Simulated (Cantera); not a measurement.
An isothermal, constant-pressure homogeneous reactor starts with NH3 : N2 = 1 : 0.76 (molar parts), at 1700 K and 2670 Pa. Integrator tolerance rtol = 1e-08.

Model: the gas-phase N/H chemistry of the illustrative SiF4/NH3 mechanism in the Surface Chemkin manual (1991), integrated in Cantera. Walls and surfaces, which speed up NH3 decomposition in real reactors, are not modelled.

Task: What does this change do: temperature 1700 to 1850 K?

Result: 
| quantity | before | after |
|---|---|---|
| x(NH3) at 3.00 s | 0.465 (gas-phase equilibrium 2.60e-7) | 0.221 (gas-phase equilibrium 1.88e-7) |
| x(N2H2) at 3.00 s | 1.67e-6 (gas-phase equilibrium <1e-12) | 1.08e-6 (gas-phase equilibrium <1e-12) |
| x(N2) at 3.00 s | 0.436 (gas-phase equilibrium 0.456) | 0.447 (gas-phase equilibrium 0.456) |
| x(N) at 3.00 s | 8.43e-8 (gas-phase equilibrium 2.29e-11) | 4.33e-7 (gas-phase equilibrium 3.58e-10) |
| x(H2) at 3.00 s | 0.0984 (gas-phase equilibrium 0.543) | 0.332 (gas-phase equilibrium 0.542) |
| x(H) at 3.00 s | 1.93e-5 (gas-phase equilibrium 0.000669) | 0.000161 (gas-phase equilibrium 0.00244) |
| x(N2H4) at 3.00 s | 1.17e-8 (gas-phase equilibrium <1e-12) | 3.96e-9 (gas-phase equilibrium <1e-12) |

Task: What does this change do: N2 0.76 to 2.2 parts?

Result: 
```csv
quantity,before,after
x(NH3) at 3.00 s,0.465 (gas-phase equilibrium 2.60e-7),0.254 (gas-phase equilibrium 1.64e-7)
x(N2H2) at 3.00 s,1.67e-6 (gas-phase equilibrium <1e-12),9.64e-7 (gas-phase equilibrium <1e-12)
x(N2) at 3.00 s,0.436 (gas-phase equilibrium 0.456),0.679 (gas-phase equilibrium 0.643)
x(N) at 3.00 s,8.43e-8 (gas-phase equilibrium 2.29e-11),1.10e-7 (gas-phase equilibrium 2.72e-11)
x(H2) at 3.00 s,0.0984 (gas-phase equilibrium 0.543),0.0663 (gas-phase equilibrium 0.357)
x(H) at 3.00 s,1.93e-5 (gas-phase equilibrium 0.000669),1.78e-5 (gas-phase equilibrium 0.000543)
x(N2H4) at 3.00 s,1.17e-8 (gas-phase equilibrium <1e-12),6.55e-9 (gas-phase equilibrium <1e-12)
```

Task: What does this change do: pressure from 2670 Pa to 82000 Pa?

Result: 
| quantity | before | after |
|---|---|---|
| x(NH3) at 3.00 s | 0.465 (gas-phase equilibrium 2.60e-7) | 0.150 (gas-phase equilibrium 8.00e-6) |
| x(N2H2) at 3.00 s | 1.67e-6 (gas-phase equilibrium <1e-12) | 8.98e-8 (gas-phase equilibrium <1e-12) |
| x(N2) at 3.00 s | 0.436 (gas-phase equilibrium 0.456) | 0.450 (gas-phase equilibrium 0.456) |
| x(N) at 3.00 s | 8.43e-8 (gas-phase equilibrium 2.29e-11) | 2.47e-8 (gas-phase equilibrium 4.13e-12) |
| x(H2) at 3.00 s | 0.0984 (gas-phase equilibrium 0.543) | 0.400 (gas-phase equilibrium 0.543) |
| x(H) at 3.00 s | 1.93e-5 (gas-phase equilibrium 0.000669) | 6.18e-5 (gas-phase equilibrium 0.000121) |
| x(N2H4) at 3.00 s | 1.17e-8 (gas-phase equilibrium <1e-12) | 2.34e-8 (gas-phase equilibrium <1e-12) |
